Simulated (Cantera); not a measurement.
Input: 1 mol Hg, 0.035 mol O2, 8.7 mol N2, held at 973.15 K and 0.0100 bar.

Equilibrium computed with Cantera from the NASA thermochemical tables; the gas is ideal and each condensed phase is pure. Candidate condensed phases: Hg, HgO; 10 gas species. Rates play no part.

Base state: N2 0.894, Hg 0.103, O2 0.00359 (mole fractions); condensed: gas only.

Problem. What changes in the equilibrium state with this change: temperature from 973.15 K to 450 K?

Solution. 
```tsv
species	before	after
N2	0.894	0.903
Hg	0.103	0.0966
O2	0.00359	1.89e-6
HgO(s), mol	0	0.0700
```
